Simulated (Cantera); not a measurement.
An isothermal, constant-pressure homogeneous reactor starts with 3.85 % H2, 96.2 % O2, equivalence ratio 0.020, at 1048 K and 10.00 Torr.

Cantera simulation using GRI-Mech 3.0 (53 species, 325 reactions); the numbers are that mechanism's predictions, not measurements. Radical loss at walls, strong at low pressure, is not modelled. The temperature is held fixed by assumption; the heat of reaction is taken as removed at once.

One state of this run: x H2 = 2.14e-8; x O2 = 0.961; x HO2 = 6.92e-9; x O = 9.24e-7; x H2O = 0.0392. x: mole fraction; the columns are a selection and need not sum to one.

Which value of t (s) does it belong to?
(A) 0.0316
(B) 10.0
(C) 2.37
(D) 0.562

B, 10.0
